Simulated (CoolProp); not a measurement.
A closed Brayton cycle with carbon dioxide: compressor inlet 319.15 K and 8.7 MPa, high pressure 16.8 MPa, turbine inlet 850 K, compressor efficiency 0.89, turbine efficiency 0.9, recuperator effectiveness 0.8 (on enthalpy, no pinch check). Each further row changes one setting.

Computed with CoolProp (reference Helmholtz-energy equation of state, Span 1996).

```
case                           thermal efficiency (%)  net work (kJ/kg)  compressor to turbine work  compressor exit (K)  turbine exit (K)
-----------------------------  ----------------------  ----------------  --------------------------  -------------------  ----------------
as stated                                         [?]              66.3                        0.28                366.4             768.9
turbine inlet 800 K                              24.9              60.4                        0.29                366.4             721.9
compressor inlet 329.15 K                        25.3              60.9                        0.34                383.2             768.9
high pressure 14.3 MPa                           21.9              51.7                         [?]                  [?]             788.4
recuperator effectiveness 0.5                    16.5              66.3                        0.28                366.4             768.9
```

Task: Complete the blanks.

Result: 
- as stated, thermal efficiency (%): 25.5
- high pressure 14.3 MPa, compressor to turbine work: 0.26
- high pressure 14.3 MPa, compressor exit (K): 354.7
